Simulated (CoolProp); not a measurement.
Aqueous potassium acetate as a coolant, 36 % by mass, freezing at -33.9 °C, 1 atm.

Values from CoolProp's Melinder's fits for secondary coolants.

```csv
T (°C),Prandtl number,density (kg/m³),viscosity (mPa s),cp (kJ/(kg K))
-11.7,59.5,1205,8.85,2.991
-5.9,45.5,___,6.83,3.005
-0.2,35.9,1201,___,3.018
5.6,28.9,1199,4.43,3.031
11.3,___,1196,3.69,3.044
17.1,19.9,1193,3.12,3.058
22.8,17.0,1191,2.68,3.072
28.6,14.6,1188,2.33,3.086
34.3,12.7,1185,2.05,3.101
```

**Question.** Some entries are withheld; supply them.

**Answer.** 
- -5.9, density (kg/m³): 1203
- -0.2, viscosity (mPa s): 5.45
- 11.3, Prandtl number: 23.8
